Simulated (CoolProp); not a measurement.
Computed with CoolProp (reference Helmholtz-energy equation of state, Bücker 2006).

Problem. For isobutane, give the phase and the viscosity (µPa s) at 233.75 °C and 346 kPa.

Solution. 
- 233.75 °C and 346 kPa: gas; viscosity 12.4

Viscosity comes from a separate model (Vogel 2000).
